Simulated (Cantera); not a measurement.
Standard-state values (1 bar) from the NASA 1993 polynomials, evaluated with Cantera. Values are per mole of reaction as written; species without (g) are pure solids or liquids, kept so even where they would boil at 1 bar.

Question: Between 300 and 1623 K, where is each reaction favourable under standard conditions?
- 2 Si(g) + C ⇌ Si₂C(g)

Answer: 
- 2 Si(g) + C ⇌ Si₂C(g): ΔG° is -335 kJ at 300 K and -196 kJ at 1623 K; it stays negative (K > 1). ΔH° is -371 kJ and ΔS° -108 J/K at 1623 K.
